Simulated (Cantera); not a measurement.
A perfectly stirred reactor is fed with H₂ : O₂ = 0.37 : 0.38 (molar parts), at 0.0110 bar; it is held at 1050 K, and followed from long to short residence time.

Computed with Cantera and the H2/O2 subset of GRI-Mech 3.0, which has no nitrogen chemistry. Radical loss at walls, strong at low pressure, is not modelled. The temperature is held fixed by assumption; the heat of reaction is taken as removed at once.

x: mole fraction; the columns are a selection and need not sum to one.

| τ (s) | x H₂ | x O₂ | x HO₂ | x OH | x H |
|---|---|---|---|---|---|
| 11 | 0.000771 | 0.345 | 6.74e-6 | 0.000764 | 0.000139 |
| 3.9 | 0.00152 | 0.345 | 9.23e-6 | 0.00109 | 0.000392 |
| 1.4 | 0.00292 | 0.345 | 1.15e-5 | 0.00154 | 0.00109 |
| 0.52 | 0.00544 | 0.344 | 1.33e-5 | 0.00218 | 0.00291 |
| 0.19 | 0.0101 | 0.344 | 1.45e-5 | 0.00309 | 0.00780 |
| 0.069 | 0.0183 | 0.343 | 1.49e-5 | 0.00434 | 0.0205 |
| 0.025 | ? | 0.342 | 1.44e-5 | ? | ? |
| 0.0092 | 0.0523 | 0.341 | 1.28e-5 | 0.00747 | 0.105 |
| 0.0034 | 0.0815 | 0.344 | 1.08e-5 | 0.00860 | 0.164 |
| 0.0012 | ? | 0.363 | ? | 0.00907 | ? |

Question: Complete the blanks.

Answer: 
- 0.025, x H₂: 0.0321
- 0.025, x OH: 0.00591
- 0.025, x H: 0.0505
- 0.0012, x H₂: 0.140
- 0.0012, x HO₂: 9.21e-6
- 0.0012, x H: 0.182
